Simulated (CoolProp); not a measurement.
Properties of p-xylene along the isotherm 538.1 K.

The numbers come from the reference Helmholtz-energy equation of state, Zhou 2012 in CoolProp.

| p (bar) | phase | Z | cp (kJ/(kg K)) | cv (kJ/(kg K)) | viscosity (µPa s) | Prandtl number |
|---|---|---|---|---|---|---|
| 5.52 | gas | 0.9003 | ___ | 1.990 | ___ | 0.706 |
| 11 | gas | ___ | 2.310 | 2.052 | 11.6 | ___ |
| 16.6 | liquid | 0.06545 | 2.690 | 2.085 | 93.5 | 3.09 |
| 22.1 | liquid | 0.08660 | 2.671 | ___ | 95.0 | 3.10 |
| 27.6 | liquid | 0.1075 | 2.654 | ___ | 96.5 | 3.11 |
| 33.1 | liquid | 0.1283 | 2.639 | 2.079 | 97.9 | 3.12 |
| 38.6 | liquid | 0.1488 | 2.626 | 2.077 | 99.2 | 3.13 |
| 44.1 | liquid | 0.1692 | 2.614 | 2.076 | 101 | 3.15 |
| 49.7 | liquid | 0.1899 | 2.603 | 2.074 | 102 | 3.16 |
| 55.2 | liquid | 0.2100 | 2.593 | 2.073 | 103 | 3.17 |
| 60.7 | liquid | 0.2299 | 2.584 | 2.072 | 104 | 3.18 |
| 66.2 | liquid | 0.2498 | 2.576 | 2.071 | 106 | 3.20 |
| 71.7 | liquid | 0.2695 | 2.568 | 2.070 | 107 | 3.21 |
| 77.3 | liquid | 0.2895 | 2.561 | 2.069 | 108 | ___ |
| 82.8 | liquid | 0.3090 | 2.554 | 2.068 | 109 | 3.24 |
| 88.3 | liquid | 0.3284 | 2.548 | 2.068 | 111 | 3.25 |

Question: What belongs in the gaps?

Answer: 
- 5.52, cp (kJ/(kg K)): 2.118
- 5.52, viscosity (µPa s): 11.4
- 11, Z: 0.7767
- 11, Prandtl number: 0.771
- 22.1, cv (kJ/(kg K)): 2.083
- 27.6, cv (kJ/(kg K)): 2.081
- 77.3, Prandtl number: 3.23

Viscosity comes from a separate model (Balogun 2015). Thermal conductivity comes from a separate model (Mylona 2014).
